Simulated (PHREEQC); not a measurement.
PHREEQC input (ion-association model, wateq4f.dat):

```
SOLUTION_SPECIES
  CO3-2 + 10 H+ + 8 e- = CH4 + 3 H2O  # shut off: no methane
    -log_k -100
    -delta_h 0
    -analytic -100
  SO4-2 + 10H+ + 8e- = H2S + 4H2O  # shut off: sulfate is not reduced
    -log_k -100
    -delta_h 0
    -analytic -100
SOLUTION 1
  temp 9.9
  units mmol/kgw
  pH 7 charge
  C(4) 21
  K 21
  S(6) 7.3
  Na 16.9
  Cl 2.3
SOLUTION 2
  temp 9.9
  units mmol/kgw
  pH 7 charge
  Cl 24.6
  Mn(2) 11
  Mg 1.3
END
SELECTED_OUTPUT 1
  -reset false
  -pH true
  -pe true
  -ionic_strength true
  -water true
  -totals C Cl K Mg Mn Na S C(-4) C(4) Mn(2)
    Mn(3) Mn(6) Mn(7) S(-2) S(6)
  -molalities H+ CO3-2 Cl- K+ Mg+2 Mn+2 Na+ SO4-2 MgOH+ CO2
    HCO3- NaCO3- NaHCO3 NaSO4- KSO4- MgCO3 MgHCO3+ MgSO4 HSO4- H2S
    HS- S-2 O2 OH- Mn+3 MnCl+ MnCl2 MnCl3- MnOH+ Mn(OH)3-
    MnSO4 MnHCO3+ MnO4- MnO4-2 MnCO3
  -equilibrium_phases Brucite Rhodochrosite Pyrochroite Nesquehonite Halite Mirabilite Epsomite Nahcolite Natron
PRINT
  -reset false
MIX 1
  1 1
  2 0
EQUILIBRIUM_PHASES 1
  Brucite 0 0
  Rhodochrosite 0 0
  Pyrochroite 0 0
  Nesquehonite 0 0
  Halite 0 0
  Mirabilite 0 0
  Epsomite 0 0
  Nahcolite 0 0
  Natron 0 0
END
# ... the last block is repeated for the other 10 points of share of solution B
```

Selected output (columns that matter, 11 of 11 rows; share of solution B added in front):

```
share of solution B	pH	mu	C	Cl	K	Mg	Mn	Na	S	m_H+	m_Cl-	m_K+	m_Mg+2	Rhodochrosite
0	8.3073	0.044091	0.021	0.0023	0.021	0	0	0.0169	0.0073	5.7201e-09	0.0023	0.020648	0	0
0.1	7.5514	0.039896	0.017802	0.0045299	0.0189	0.00013	2.6642e-06	0.01521	0.0065699	3.2451e-08	0.0045299	0.018605	9.6621e-05	0.0010973
0.2	7.1376	0.035869	0.014606	0.0067598	0.016799	0.00025999	6.7715e-06	0.01352	0.0058398	8.3756e-08	0.0067597	0.016559	0.00019951	0.0021932
0.3	6.7844	0.031874	0.011418	0.0089895	0.014699	0.00038998	1.8707e-05	0.011829	0.0051097	1.8789e-07	0.0089893	0.014509	0.00030924	0.0032813
0.4	6.3565	0.028009	0.0082834	0.011219	0.012599	0.00051996	8.4026e-05	0.010139	0.0043797	5.0047e-07	0.011218	0.012454	0.00042736	0.004316
0.5	5.804	0.025914	0.0058626	0.013449	0.010499	0.00064995	0.00086303	0.0084493	0.0036497	1.7799e-06	0.013427	0.010399	0.00055582	0.0046369
0.6	5.5838	0.026809	0.0045319	0.015679	0.0083994	0.00077995	0.002732	0.0067595	0.0029198	2.9596e-06	0.015595	0.008339	0.00069362	0.0038678
0.7	5.5193	0.02856	0.0033839	0.017909	0.0062997	0.00090995	0.0047839	0.0050697	0.0021899	3.4431e-06	0.017738	0.006268	0.00083823	0.0029159
0.8	5.5281	0.030738	0.0022709	0.020139	0.0041999	0.00104	0.0068707	0.0033799	0.00146	3.3845e-06	0.019861	0.0041867	0.00098813	0.001929
0.9	5.626	0.033207	0.0011622	0.02237	0.0021	0.00117	0.008962	0.00169	0.00072999	2.7111e-06	0.021966	0.0020969	0.0011422	0.00093781
1	6.6799	0.035812	0	0.0246	0	0.0013	0.011	0	0	2.4022e-07	0.024054	0	0.0013	0
```

Species that the database lacks are ignored. Away from 25 °C the constants follow the database's enthalpies or fits; those with neither stay at their 25 °C values.
